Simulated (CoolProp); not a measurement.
Values from CoolProp's reference Helmholtz-energy equation of state, Schroeder 2014.

Task: For ethanol, give the phase and the Z, speed of sound (m/s), Joule-Thomson coefficient (K/MPa), isothermal compressibility (1/MPa) at 247.35 °C and 3.13 MPa; 247.35 °C and 6.27 MPa; 247.35 °C and 7.31 MPa.

Result: 
- 247.35 °C and 3.13 MPa: gas; Z 0.836, speed of sound 282, Joule-Thomson coefficient 10.3, isothermal compressibility 0.395
- 247.35 °C and 6.27 MPa: supercritical; Z 0.517, speed of sound 206, Joule-Thomson coefficient 12.2, isothermal compressibility 0.583
- 247.35 °C and 7.31 MPa: supercritical; Z 0.215, speed of sound 192, Joule-Thomson coefficient 4.70, isothermal compressibility 0.319
